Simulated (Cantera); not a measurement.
Feed: 1 mol CH4, 0.08 mol NH3, 2.6 mol H2, at 1700 K and 0.000340 bar.

Cantera equilibrium calculation (NASA polynomials, part measured and part estimated; ideal gas, pure solids and liquids). Candidate condensed phases: C, C6H6, C7H8, C8H18; 92 gas species. Equilibrium is a limit: real reactors are often held back by kinetics, nucleation or transport.

Base state: H2 0.983, N2 0.00820, H 0.00792, HCN 0.000329, C2H2 (acetylene) 7.22e-5 (mole fractions); condensed: C(graphite).

Q: What changes in the equilibrium state with this change: temperature from 1700 K to 2875 K?

A: 
| species | before | after |
|---|---|---|
| H | 0.00792 | 0.920 |
| H2 | 0.983 | 0.0257 |
| C3 | <1e-9 | 0.0225 |
| C | <1e-9 | 0.0199 |
| C2 | <1e-9 | 0.00483 |
| C2H | 3.25e-9 | 0.00119 |
| CN | 2.74e-8 | 0.00202 |
| C5 | <1e-9 | 5.93e-5 |
| CH | <1e-9 | 3.28e-5 |
| C(graphite), mol | 0.998 | 0 |

Q: What changes in the equilibrium state with this change: temperature from 1700 K to 1975 K?

A: 
```csv
species,before,after
H2,0.983,0.920
H,0.00792,0.0712
N2,0.00820,0.00752
HCN,0.000329,0.00111
C2H2 (acetylene),7.22e-5,0.000597
HNC,9.84e-6,6.02e-5
"C(graphite), mol",0.998,0.988
```
